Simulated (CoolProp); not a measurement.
Nitrogen along the isotherm 138.7 K: fugacity coefficient from the reference equation and from simpler models built on Tc = 126.2 K, pc = 3.396 MPa, ω = 0.037; each cubic takes its own stable root.

Model: reference Helmholtz-energy equation of state, Span 2000, in CoolProp.

| p (MPa) | phase | reference |
|---|---|---|
| 2.43 | gas | 0.8273 |
| 4.85 | supercritical | 0.6615 |
| 7.28 | supercritical | 0.5227 |
| 9.7 | supercritical | 0.4440 |
| 12.1 | supercritical | 0.3978 |
| 14.6 | supercritical | 0.3678 |
| 17 | supercritical | 0.3493 |
| 19.4 | supercritical | 0.3374 |
| 21.8 | supercritical | 0.3302 |
| 24.3 | supercritical | 0.3263 |
| 26.7 | supercritical | 0.3253 |
| 29.1 | supercritical | 0.3264 |
| 31.5 | supercritical | 0.3293 |
| 34 | supercritical | 0.3340 |

**Question.** How far does each simpler model (van der Waals, Redlich-Kwong, Peng-Robinson) lie from the reference over these 14 states: mean and median of the absolute difference, and the worst?

**Answer.** 
- van der Waals: mean 14.1 %, median 13.5 %, worst +32.2 % at 138.7 K and 34 MPa
- Redlich-Kwong: mean 1.9 %, median 2.3 %, worst +2.6 % at 138.7 K and 24.3 MPa
- Peng-Robinson: mean 7.2 %, median 6.7 %, worst -12.0 % at 138.7 K and 34 MPa
